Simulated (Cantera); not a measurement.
Charge: 1 mol Si, a varied amount of Cl₂, 24 mol H₂, at 902 °C and 3.30e-5 bar.

Equilibrium computed with Cantera from the NASA thermochemical tables; the gas is ideal and each condensed phase is pure. Candidate condensed phases: Si; 19 gas species. Rates play no part.

Question: Which condensed phases are stable at each of these points (n(Cl₂) (mol)): 0.89, 1.2, 1.6, 2.1, 2.8, 3.7, 4.8, 6.4?

Answer: 
```tsv
n(Cl₂) (mol)	condensed phases	Si condensed (%)
0.89	Si(s)	80.8
1.2	Si(s)	68.6
1.6	Si(s)	50.7
2.1	Si(s)	25.4
2.8	gas only	0.0
3.7	gas only	0.0
4.8	gas only	0.0
6.4	gas only	0.0
```

From 0.89 mol Cl₂ to 2.1 mol Cl₂ the condensed part is Si(s). From 2.8 mol Cl₂ to 6.4 mol Cl₂ nothing is condensed.
